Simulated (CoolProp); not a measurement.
Vapour-liquid equilibrium of R143a (1) + dimethyl ether (2) at 14.4 bar; x and y are mole fractions of (1).

Values from CoolProp's multi-fluid Helmholtz-energy mixture model, Lemmon and Jacobsen 2000 and Wu 2011; pair parameters Bell 2016.

```csv
x,"bubble temperature, mixture model (°C)","bubble temperature, Raoult's law (°C)","y, mixture model","y, Raoult's law"
0.05,57.5,57.7,0.085,0.095
0.2,(withheld),51.9,0.304,0.334
0.35,46.4,46.8,0.479,0.522
0.5,42.0,42.3,0.625,0.672
0.65,(withheld),38.3,0.751,0.793
0.8,34.5,34.6,(withheld),0.893
0.95,31.2,31.2,(withheld),0.976
```

Problem. What belongs in the gaps?

Solution. 
- 0.2, bubble temperature, mixture model (°C): 51.5
- 0.65, bubble temperature, mixture model (°C): 38.0
- 0.8, y, mixture model: 0.863
- 0.95, y, mixture model: 0.967

The largest gap from Raoult's law is -0.4 K in bubble temperature, at x = 0.35. No azeotrope shows between x = 0.05 and 0.95.

Pair parameters are fitted to limited data, so mixtures are less certain than the pure fluids.
